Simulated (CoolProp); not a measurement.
Vapour-liquid equilibrium of hexamethyldisiloxane (MM) (1) + toluene (2) at 67.15 °C; x and y are mole fractions of (1).

Values from CoolProp's multi-fluid Helmholtz-energy mixture model, Thol 2016 and Lemmon 2006; pair parameters Bell 2016.

```json
[
 {"x": "0.05", "bubble pressure, mixture model (bar)": "0.2539", "bubble pressure, Raoult's law (bar)": "0.2493", "y, mixture model": "0.085", "y, Raoult's law": "0.069"},
 {"x": "0.15", "bubble pressure, mixture model (bar)": "0.2715", "bubble pressure, Raoult's law (bar)": "0.2591", "y, mixture model": "0.230", "y, Raoult's law": "0.198"},
 {"x": "0.25", "bubble pressure, mixture model (bar)": "0.2870", "bubble pressure, Raoult's law (bar)": "0.2689", "y, mixture model": "0.351", "y, Raoult's law": "0.318"},
 {"x": "0.35", "bubble pressure, mixture model (bar)": "0.3003", "bubble pressure, Raoult's law (bar)": "0.2787", "y, mixture model": "0.454", "y, Raoult's law": "0.430"},
 {"x": "0.45", "bubble pressure, mixture model (bar)": "0.3117", "bubble pressure, Raoult's law (bar)": "0.2884", "y, mixture model": "0.545", "y, Raoult's law": "0.534"},
 {"x": "0.55", "bubble pressure, mixture model (bar)": "0.3213", "bubble pressure, Raoult's law (bar)": "0.2982", "y, mixture model": "0.627", "y, Raoult's law": "0.631"},
 {"x": "0.65", "bubble pressure, mixture model (bar)": "0.3291", "bubble pressure, Raoult's law (bar)": "0.3080", "y, mixture model": "0.705", "y, Raoult's law": "0.722"},
 {"x": "0.75", "bubble pressure, mixture model (bar)": "0.3352", "bubble pressure, Raoult's law (bar)": "0.3178", "y, mixture model": "0.783", "y, Raoult's law": "0.808"},
 {"x": "0.85", "bubble pressure, mixture model (bar)": "0.3396", "bubble pressure, Raoult's law (bar)": "0.3276", "y, mixture model": "0.864", "y, Raoult's law": "0.888"},
 {"x": "0.95", "bubble pressure, mixture model (bar)": "0.3419", "bubble pressure, Raoult's law (bar)": "0.3373", "y, mixture model": "0.952", "y, Raoult's law": "0.964"}
]
```

The largest gap from Raoult's law is +8.1 % in bubble pressure, at x = 0.45. No azeotrope shows between x = 0.05 and 0.95.

Pair parameters are fitted to limited data, so mixtures are less certain than the pure fluids.
